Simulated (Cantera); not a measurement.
Charge: 1 mol Ti(OiPr)4, 3 mol H2, at 13.0 mbar.

Method: chemical equilibrium by Gibbs-energy minimisation in Cantera with the NASA 1993 tables (ideal gas, pure condensed phases). Candidate condensed phases: C, C6H6, C7H8, C8H18, H2O, Ti, TiC, TiO, TiO2, Ti2O3, Ti3O5, Ti4O7; 113 gas species. The feed counts by its element totals alone. TiC: taken at fixed stoichiometry. Rates play no part. All values below are at 1550 K.

Base state: H2 0.809, CO 0.190, H 0.000248, CH4 1.73e-5, C2H2 (acetylene) 1.30e-5 (mole fractions); condensed: C(graphite) + TiC(s).

Task: What changes in the equilibrium state with this change: Ti(OiPr)4 replaced by Ti?

Result: 
| species | before | after |
|---|---|---|
| H2 | 0.809 | 1.000 |
| H | 0.000248 | 0.000276 |
| CO | 0.190 | 0 |
| CH4 | 1.73e-5 | 0 |
| C2H2 (acetylene) | 1.30e-5 | 0 |
| C(graphite), mol | 7.00 | 0 |
| TiC(s), mol | 1.00 | 0 |
| Ti(β), mol | 0 | 1.000 |
